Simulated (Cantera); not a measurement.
**C₂H₅OH + H₂ + CO₂ (carbon deposition, reforming and gasification)**

Input: 1 mol C₂H₅OH, 10 mol H₂, a varied amount of CO₂, at 850 K and 3.10 mbar.

Method: chemical equilibrium by Gibbs-energy minimisation in Cantera with the NASA 1993 tables (ideal gas, pure condensed phases). Candidate condensed phases: C, C₆H₆, C₇H₈, C₈H₁₈, H₂O; 110 gas species. Equilibrium is a limit: real reactors are often held back by kinetics, nucleation or transport.

| n(CO₂) (mol) | x H₂ | x CO | x CO₂ | x H₂O | x CH₄ | n C(graphite) |
|---|---|---|---|---|---|---|
| 0.48 | 0.868 | 0.127 | 0.00108 | 0.00241 | 0.00145 | 0.550 |
| 0.9 | 0.822 | 0.171 | 0.00196 | 0.00308 | 0.00130 | 0.159 |
| 1.3 | 0.787 | 0.194 | 0.00808 | 0.0107 | 0.000372 | 0 |
| 1.7 | 0.755 | 0.203 | 0.0189 | 0.0231 | 0.000159 | 0 |
| 2.2 | 0.719 | 0.211 | 0.0330 | 0.0368 | 8.98e-5 | 0 |
| 2.6 | 0.692 | 0.217 | 0.0445 | 0.0465 | 6.52e-5 | 0 |
| 3 | 0.667 | 0.222 | 0.0560 | 0.0552 | 5.03e-5 | 0 |
| 3.4 | 0.644 | 0.226 | 0.0675 | 0.0630 | 4.03e-5 | 0 |
x: gas mole fraction; n: condensed amount in mol.

From 0.48 mol CO₂ to 0.9 mol CO₂ the condensed part is C(graphite). From 1.3 mol CO₂ to 3.4 mol CO₂ nothing is condensed. The main C-bearing gas is CO throughout.
